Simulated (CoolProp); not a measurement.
R227EA at several states: Z from the reference equation and from simpler models built on Tc = 374.9 K, pc = 2.925 MPa, ω = 0.358; each cubic takes its own stable root.

Values from CoolProp's reference Helmholtz-energy equation of state, Lemmon 2016.

```csv
T (K),p (MPa),phase,reference,Redlich-Kwong,Peng-Robinson
279,16.4,liquid,0.7826,0.8580,0.7420
220.6,0.0172,liquid,?,0.9913,0.0009273
259.2,0.244,liquid,?,?,0.01207
428.4,0.0146,gas,0.9989,0.9988,0.9988
```

Question: Complete the blanks.

Answer: 
- 220.6, reference: 0.0009589
- 259.2, reference: 0.01253
- 259.2, Redlich-Kwong: 0.01445

At some of these states Redlich-Kwong gives the other phase, because its saturation line lies elsewhere.
